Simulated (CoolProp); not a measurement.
R123 at 495 K and 0.271 MPa is throttled through a valve to 0.146 MPa with no heat exchange. Each further row changes one setting.

Model: reference Helmholtz-energy equation of state, Younglove 1994, in CoolProp. It is a modified Benedict-Webb-Rubin equation, recast in Helmholtz form.

```
case                        temperature change (K)  final density (kg/m³)
--------------------------  ----------------------  ---------------------
as stated                                     -1.0                   5.49
outlet pressure 0.0438 MPa                    -1.9                   1.64
outlet pressure 0.19 MPa                      -0.7                   7.17
```
